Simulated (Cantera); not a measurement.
Charge: 1 mol Si2Cl6, 2 mol NH3, 20 mol N2, at 10.0 Torr.

Equilibrium computed with Cantera from the NASA thermochemical tables; the gas is ideal and each condensed phase is pure. Candidate condensed phases: NH4Cl, Si, Si3N4; 28 gas species. The feed counts by its element totals alone. The tables' values for SiCl3 are old estimates; treat these amounts as uncertain. The numbers say what is thermodynamically allowed, not how fast it happens. All values below are at 1250 °C.

Base state: N2 0.777, HCl 0.126, H2 0.0507, SiCl2 0.0381, SiCl3 0.00532, SiCl4 0.00222, SiHCl3 9.98e-5, Cl 9.01e-5 (mole fractions); condensed: Si3N4(s).

### Question
What changes in the equilibrium state with this change: Si2Cl6 replaced by trisilylamine?

### Answer
| species | before | after |
|---|---|---|
| N2 | 0.777 | 0.722 |
| H2 | 0.0507 | 0.278 |
| H | 4.51e-5 | 0.000105 |
| HCl | 0.126 | 0 |
| SiCl2 | 0.0381 | 0 |
| SiCl3 | 0.00532 | 0 |
| SiCl4 | 0.00222 | 0 |
| SiHCl3 | 9.98e-5 | 0 |
| Si3N4(s), mol | 0.265 | 1.000 |
